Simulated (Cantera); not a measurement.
**Si + Br₂ + N₂ (silicon etching in halogen gases)**

Charge: 1 mol Si, 1.2 mol Br₂, 6 mol N₂, equilibrated at 0.000580 bar.

These are equilibrium values from Cantera (NASA tables, ideal gas, pure condensed phases), not measurements of a reactor. Candidate condensed phases: Br₂, Si, Si₃N₄; 13 gas species. N₂ is the only nitrogen source here; it is nearly inert below about 1500 K, so the nitride shown seldom forms there in practice. The tables' values for SiBr₃, SiBr, SiN are old estimates; treat these amounts as uncertain. Rates play no part.

From 600 °C to 1050 °C the condensed part is Si₃N₄(s). From 1125 °C to 1350 °C nothing is condensed. From 1425 °C to 1500 °C the condensed part is Si(l). The main Si-bearing gas is SiBr₄ at 600 °C and SiBr₂ at 1500 °C.

```tsv
T (°C)	log p N₂	log p SiBr₂	log p Br	log p SiBr₄	log p SiBr₃	log p SiBr	log p Si	log p Si₂N	n Si₃N₄(s)	n Si(l)
600	-3.28	-9.48	-7.79	-4.26	-8.31	<-15	<-15	<-15	0.133	0
675	-3.28	-8.17	-7.06	-4.26	-7.50	<-15	<-15	<-15	0.133	0
750	-3.28	-7.07	-6.44	-4.26	-6.82	-14.79	<-15	<-15	0.133	0
825	-3.28	-6.11	-5.91	-4.27	-6.24	-12.98	<-15	<-15	0.133	0
900	-3.28	-5.30	-5.44	-4.30	-5.75	-11.40	<-15	<-15	0.126	0
975	-3.29	-4.64	-5.07	-4.44	-5.41	-10.04	-13.53	<-15	0.0941	0
1050	-3.31	-4.22	-4.82	-4.91	-5.36	-8.92	-11.87	-14.80	0.0231	0
1125	-3.32	-4.13	-4.61	-5.63	-5.60	-8.18	-10.64	-13.40	0	0
1200	-3.33	-4.11	-4.53	-6.55	-5.99	-7.49	-9.40	-11.88	0	0
1275	-3.33	-4.11	-4.51	-7.51	-6.41	-6.81	-8.17	-10.28	0	0
1350	-3.33	-4.11	-4.50	-8.39	-6.80	-6.19	-7.05	-8.83	0	0
1425	-3.33	-4.14	-4.42	-9.08	-7.12	-5.72	-6.18	-7.81	0	0.0240
1500	-3.34	-4.22	-4.24	-9.56	-7.35	-5.46	-5.67	-7.44	0	0.128
```
log p: log10 of the partial pressure in bar; n: condensed amount in mol.
